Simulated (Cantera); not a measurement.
Feed: 1 mol Si₃H₈, 0.052 mol Cl₂, 250 mol N₂, held at 652 °C and 43000 Pa.

Method: chemical equilibrium by Gibbs-energy minimisation in Cantera with the NASA 1993 tables (ideal gas, pure condensed phases). Candidate condensed phases: NH₄Cl, Si, Si₃N₄; 28 gas species. The feed counts by its element totals alone. N₂ is the only nitrogen source here; it is nearly inert below about 1500 K, so the nitride shown seldom forms there in practice. Rates play no part.

Base state: N₂ 0.984, H₂ 0.0157, HCl 0.000413 (mole fractions); condensed: Si₃N₄(s).

Problem. What changes in the equilibrium state with this change: Si₃H₈ replaced by Si₂H₆?

Solution. 
| species | before | after |
|---|---|---|
| N₂ | 0.984 | 0.988 |
| H₂ | 0.0157 | 0.0117 |
| HCl | 0.000413 | 0.000413 |
| Si₃N₄(s), mol | 1.00 | 0.667 |
